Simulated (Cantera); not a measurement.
A freely propagating, adiabatic, planar premixed flame of CH₄ : H₂ : O₂ : N₂ = 1 : 0.28 : 1.78 : 6.71 (molar parts), unburnt at 348 K and 4500 Torr; mixture-averaged transport, grid criteria slope 0.08 and curve 0.16, no radiation.

Computed with Cantera and GRI-Mech 3.0 (53 species, 325 reactions). Burning velocities carry a grid error of a few per cent, more on coarse grids.

Problem. How do the results move with these cheaper or finer settings: unity-Lewis-number transport; multicomponent transport; multicomponent+Soret transport; grid criteria slope 0.5, curve 1; grid criteria slope 0.25, curve 0.5; grid criteria slope 0.03, curve 0.06?

Solution. 
| setting | laminar burning velocity | thermal thickness | peak x(CH₂O) | grid points | grid points |
|---|---|---|---|---|---|
| as above | 21.5 cm/s | 0.139 mm | 0.00131 | 135 | 135 |
| unity-Lewis-number transport | 15.3 cm/s | 0.183 mm | 0.000888 | 135 | 135 |
| multicomponent transport | 21.6 cm/s | 0.141 mm | 0.00131 | 135 | 135 |
| multicomponent+Soret transport | 21.6 cm/s | 0.139 mm | 0.00131 | 140 | 140 |
| grid criteria slope 0.5, curve 1 | 23.8 cm/s | 0.151 mm | 0.00133 | 36 | 36 |
| grid criteria slope 0.25, curve 0.5 | 22.3 cm/s | 0.144 mm | 0.00130 | 59 | 59 |
| grid criteria slope 0.03, curve 0.06 | 21.2 cm/s | 0.138 mm | 0.00131 | 346 | 346 |
The base run took about 7 core-seconds (a rough figure).
Unity Lewis numbers drop preferential diffusion, which matters most where H2 and H carry the flame; Soret adds thermal diffusion.
